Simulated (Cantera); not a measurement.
Adiabatic ignition

An adiabatic, constant-volume homogeneous reactor starts with C3H8 : O2 : N2 = 1 : 5.49 : 16.5 (molar parts), equivalence ratio 0.91, at 1348 K and 31000 Pa.

Model: GRI-Mech 3.0 (53 species, 325 reactions), integrated in Cantera. GRI-Mech 3.0 was tuned for natural gas; its chemistry of propane as a main component is partial and can be far from experiment.

```
t (s)     T (K)  P (bar)  x C3H8    x O2      x NO    x C2H4      x O   x H2O2
--------  -----  -------  ------  ------  --------  --------  -------  -------
3.00e-6    1348    0.310  0.0435   0.239    <1e-12   4.88e-6  7.76e-8  3.76e-9
1.18e-5    1347    0.310  0.0434   0.239    <1e-12   5.63e-5  2.45e-7  1.63e-7
4.68e-5    1345    0.310  0.0430   0.239    <1e-12  0.000416  5.20e-7  3.94e-6
0.000185   1344    0.310  0.0403   0.237    <1e-12   0.00306  1.09e-6  1.07e-5
0.000729   2581    0.675  <1e-12  0.0488  0.000141    <1e-12   0.0239  1.16e-7
0.00288    2837    0.727  <1e-12  0.0401    0.0135    <1e-12   0.0148  2.67e-7
0.0114     2836    0.727  <1e-12  0.0394    0.0151    <1e-12   0.0146  2.65e-7
0.0449     2836    0.727  <1e-12  0.0394    0.0151    <1e-12   0.0146  2.65e-7
0.177      2836    0.727  <1e-12  0.0394    0.0151    <1e-12   0.0146  2.65e-7
0.700      2836    0.727  <1e-12  0.0394    0.0151    <1e-12   0.0146  2.65e-7
```
x: mole fraction; the columns are a selection and need not sum to one.

```json
{
  "time_of_steepest_temperature_rise": "0.699 ms",
  "temperature at 0.700 s": "2836 K",
  "equilibrium_temperature": "2836 K",
  "x(C3H8) at 0.700 s": "<1e-12 (gas-phase equilibrium <1e-12)",
  "x(O2) at 0.700 s": "0.0394 (gas-phase equilibrium 0.0394)",
  "x(NO) at 0.700 s": "0.0151 (gas-phase equilibrium 0.0151)"
}
```
